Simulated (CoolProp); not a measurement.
Vapour-liquid equilibrium of ethane (1) + n-butane (2) at 31.9 kPa; x and y are mole fractions of (1).

Computed with CoolProp (multi-fluid Helmholtz-energy mixture model, Bücker 2006 and Bücker 2006; pair parameters Kunz 2012).

| x | bubble temperature (K) | y at the bubble point | dew temperature at overall composition x (K) | liquid density (mol/L) |
|---|---|---|---|---|
| 0.05 | 221.4 | 0.744 | 244.6 | 11.45 |
| 0.15 | 198.9 | 0.951 | 242.4 | 12.30 |
| 0.25 | 188.5 | 0.982 | 240.0 | 12.99 |
| 0.35 | ___ | 0.991 | 237.3 | 13.66 |
| 0.45 | 177.7 | 0.995 | 234.2 | 14.34 |
| 0.55 | 174.4 | 0.997 | 230.6 | 15.05 |
| 0.65 | 171.8 | 0.998 | 226.4 | 15.80 |
| 0.75 | 169.7 | ___ | ___ | 16.59 |
| 0.85 | 167.9 | 1.000 | 213.4 | 17.45 |
| 0.95 | 166.3 | 1.000 | 199.3 | 18.37 |

Q: Complete the blanks.

A: 
- 0.35, bubble temperature (K): 182.1
- 0.75, y at the bubble point: 0.999
- 0.75, dew temperature at overall composition x (K): 221.0

No azeotrope shows between x = 0.05 and 0.95.

Pair parameters are fitted to limited data, so mixtures are less certain than the pure fluids. The gap from Raoult's law changes sign with composition, which may be real or a fault of the pair parameters; it wasn't checked against measurements.
